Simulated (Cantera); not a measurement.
# PbO + H₂ + H₂O (hydrogen reduction and annealing atmospheres)

Charge: 1 mol PbO, 2.7 mol H₂, 4.7 mol H₂O, at 2.50 bar.

Equilibrium computed with Cantera from the NASA thermochemical tables; the gas is ideal and each condensed phase is pure. Candidate condensed phases: H₂O, Pb, PbO, PbO₂, Pb₃O₄; 12 gas species. Gases not in the tables: (PbO)n polymers. Rates play no part.

```csv
T (K),log p H₂O,log p H₂,log p Pb,log p PbO,log p H,n Pb(l)
1325,0.28,-0.24,-2.44,-5.90,-5.91,0.989
1425,0.28,-0.24,-1.94,-5.06,-5.29,0.966
1525,0.28,-0.25,-1.51,-4.33,-4.75,0.906
1625,0.27,-0.25,-1.13,-3.69,-4.28,0.771
1725,0.26,-0.27,-0.79,-3.12,-3.87,0.486
1825,0.23,-0.29,-0.53,-2.66,-3.50,0
1925,0.23,-0.29,-0.53,-2.48,-3.17,0
2025,0.23,-0.29,-0.53,-2.32,-2.86,0
```
log p: log10 of the partial pressure in bar; n: condensed amount in mol.

From 1325 K to 1725 K the condensed part is Pb(l). From 1825 K to 2025 K nothing is condensed.
